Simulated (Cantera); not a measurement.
**Fe₂O₃ + CH₄ + N₂ + CO (carbothermic reduction)**

Charge: 1 mol Fe₂O₃, 1.1 mol CH₄, 0.34 mol N₂, 6.8 mol CO, held at 10.0 Torr.

Cantera equilibrium calculation (NASA polynomials, part measured and part estimated; ideal gas, pure solids and liquids). Candidate condensed phases: C, C₆H₆, C₇H₈, C₈H₁₈, Fe, Fe(CO)₅, FeO, Fe(OH)₂, Fe(OH)₃, Fe₂O₃, Fe₃O₄, H₂O; 140 gas species. Each liquid is taken as pure. Mutual solubility and eutectic melting of coexisting phases are not modelled. The tables' stoichiometric FeO is somewhat more stable than real wüstite, so its field is too wide. FeO: taken at fixed stoichiometry. Rates play no part.

At 1150 K the condensed part is Fe(α) + FeO(s). From 1225 K to 1600 K the condensed part is Fe(γ) + FeO(s). From 1675 K to 1750 K the condensed part is Fe(δ) + FeO(l). From 1825 K to 1975 K the condensed part is Fe(l) + FeO(l).

| T (K) | log p CO | log p H₂ | log p CO₂ | log p H₂O | log p N₂ | log p Fe | n Fe(α) | n FeO(s) | n Fe(γ) | n Fe(δ) | n FeO(l) | n Fe(l) |
|---|---|---|---|---|---|---|---|---|---|---|---|---|
| 1150 | -2.08 | -2.65 | -2.75 | -3.25 | -3.36 | -11.07 | 1.92 | 0.0779 | 0 | 0 | 0 | 0 |
| 1225 | -2.07 | -2.66 | -2.78 | -3.20 | -3.36 | -9.95 | 0 | 0.102 | 1.90 | 0 | 0 | 0 |
| 1300 | -2.07 | -2.67 | -2.80 | -3.16 | -3.36 | -8.96 | 0 | 0.118 | 1.88 | 0 | 0 | 0 |
| 1375 | -2.07 | -2.69 | -2.82 | -3.13 | -3.36 | -8.09 | 0 | 0.132 | 1.87 | 0 | 0 | 0 |
| 1450 | -2.06 | -2.70 | -2.84 | -3.10 | -3.36 | -7.30 | 0 | 0.144 | 1.86 | 0 | 0 | 0 |
| 1525 | -2.06 | -2.71 | -2.86 | -3.07 | -3.36 | -6.60 | 0 | 0.155 | 1.85 | 0 | 0 | 0 |
| 1600 | -2.06 | -2.72 | -2.87 | -3.05 | -3.36 | -5.96 | 0 | 0.165 | 1.83 | 0 | 0 | 0 |
| 1675 | -2.05 | -2.72 | -2.90 | -3.05 | -3.36 | -5.38 | 0 | 0 | 0 | 1.79 | 0.209 | 0 |
| 1750 | -2.05 | -2.72 | -2.94 | -3.05 | -3.36 | -4.86 | 0 | 0 | 0 | 1.68 | 0.311 | 0 |
| 1825 | -2.05 | -2.72 | -2.98 | -3.06 | -3.36 | -4.38 | 0 | 0 | 0 | 0 | 0.390 | 1.58 |
| 1900 | -2.05 | -2.72 | -3.01 | -3.06 | -3.37 | -3.95 | 0 | 0 | 0 | 0 | 0.426 | 1.49 |
| 1975 | -2.05 | -2.73 | -3.03 | -3.06 | -3.37 | -3.56 | 0 | 0 | 0 | 0 | 0.457 | 1.32 |
log p: log10 of the partial pressure in bar; n: condensed amount in mol.
